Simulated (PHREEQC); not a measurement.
A solution holds 0.05 mol AgF and 0.00035 mol HBF4 per kg of water, at 91 °C. Closed to the air; pH follows from the charge balance.

Equilibrium calculation in PHREEQC: ion-association model, wateq4f.dat.

This is a speciation only: nothing precipitates in the calculation.

Problem. Estimate the pH.

Solution. pH 5.32.

Problem. In which forms is Ag present?

Solution. Ag+ 97 %, AgF 2.8 % of the Ag.

Species that the database lacks are ignored. Constants without temperature data keep their 25 °C values here. Real BF4- forms and hydrolyses slowly; the run takes it at equilibrium.
